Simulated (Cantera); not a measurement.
A closed system holds: 1 mol AlCl3, 17 mol N2O, 59 mol H2, held at 2025 K and 1.00 bar.

Cantera equilibrium calculation (NASA polynomials, part measured and part estimated; ideal gas, pure solids and liquids). Candidate condensed phases: Al, AlCl3, AlN, Al2O3, H2O, NH4Cl; 45 gas species. Gases not in the tables: Al(OH)3. Kinetics and transport are ignored.

Base state: H2 0.541, N2 0.219, H2O 0.200, HCl 0.0386, H 0.00142, Cl 7.50e-5, OH 5.47e-5 (mole fractions); condensed: Al2O3(s).

Task: What changes in the equilibrium state with this change: temperature from 2025 K to 1900 K?

Result: 
```json
[
 {"species": "H2", "before": "0.541", "after": "0.541"},
 {"species": "N2", "before": "0.219", "after": "0.219"},
 {"species": "H2O", "before": "0.200", "after": "0.200"},
 {"species": "H", "before": "0.00142", "after": "0.000584"},
 {"species": "HCl", "before": "0.0386", "after": "0.0387"},
 {"species": "OH", "before": "5.47e-5", "after": "1.77e-5"},
 {"species": "Cl", "before": "7.50e-5", "after": "3.15e-5"},
 {"species": "Al2O3(s), mol", "before": "0.500", "after": "0.500"}
]
```
